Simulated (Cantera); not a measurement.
## Thermodynamics of silicon nitride deposition, feed SiCl4 + NH3 + N2

A closed system holds: 1 mol SiCl4, 17 mol NH3, 7.7 mol N2, at 1525 K and 31.5 Torr.

Equilibrium computed with Cantera from the NASA thermochemical tables; the gas is ideal and each condensed phase is pure. Candidate condensed phases: NH4Cl, Si, Si3N4; 28 gas species. The tables' values for SiCl3 are old estimates; treat these amounts as uncertain. Equilibrium is a limit: real reactors are often held back by kinetics, nucleation or transport.

```
Property                              Value
--------------------------------  ---------
x(H2)                                 0.547
x(N2)                                 0.362
x(HCl)                               0.0897
x(SiCl2)                            0.00142
x(H)                                8.54e-5
x(SiCl3)                            7.50e-5
x(SiCl4)                            1.18e-5
x(Cl)                               1.12e-5
x(SiHCl3)                           8.12e-6
n(Si3N4(s))                       0.312 mol
gas amount                        43.08 mol
log10 activity of Si(s) (absent)      -1.53
```
